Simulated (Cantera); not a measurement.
A Cantera script and what it prints.

```python
import numpy as np
import cantera as ct

gas_names = """
    CL CL2 H HCL H2 Si SiCL SiCL2 SiCL3 SiCL4 SiH SiHCL3 SiH2 SiH2CL2 SiH3 SiH3CL SiH4 Si2 Si3
""".split()
cond_names = """
    Si(cr) Si(L)
""".split()


# ... load() reads the species with a 1 bar reference pressure and builds the phases ...
atoms = {
    'Si': {'Si': 1},
    'Cl2': {'CL': 2},
    'H2': {'H': 2},
}
top_T = {}  # K; cautious upper limits of use, not melting points


# ... equilibrate(T, P, feed) seeds the gas with the atoms and calls Mixture.equilibrate('TP', solver="vcs", rtol=1e-11, max_steps=5000) ...
results = []
feed = {'Si': 1, 'Cl2': 2.6, 'H2': 3.4}  # mol
T = 1125  # K
P = 1400000  # Pa
mix = equilibrate(T, P, feed)
results.append((T, P, feed, dict(zip(mix.species_names, mix.species_moles))))
x = sorted(zip(gas.X, gas.species_names), reverse=True)
print(f"T = {T:g} K  P = {P:g} Pa  gas = {mix.phase_moles(0):.4g} mol")
print("   x: " + "  ".join(f"{s} {v:.3e}" for v, s in x if v > 1e-06))
print("   condensed (mol): " + ("  ".join(f"{mix.phase(i).name} {mix.phase_moles(i):.4g}"
      for i in range(1, mix.n_phases) if mix.phase_moles(i) > 1e-12) or "none"))
```

Output:

```
T = 1125 K  P = 1.4e+06 Pa  gas = 5 mol
   x: H2 5.523e-01  HCL 2.477e-01  SiCL4 1.923e-01  SiHCL3 7.448e-03  SiCL3 1.939e-04  SiH2CL2 3.540e-05  SiCL2 2.406e-06
   condensed (mol): none
```

Equilibrium computed with Cantera from the NASA thermochemical tables; the gas is ideal and each condensed phase is pure. The tables' values for SiCl3 are old estimates; treat these amounts as uncertain.
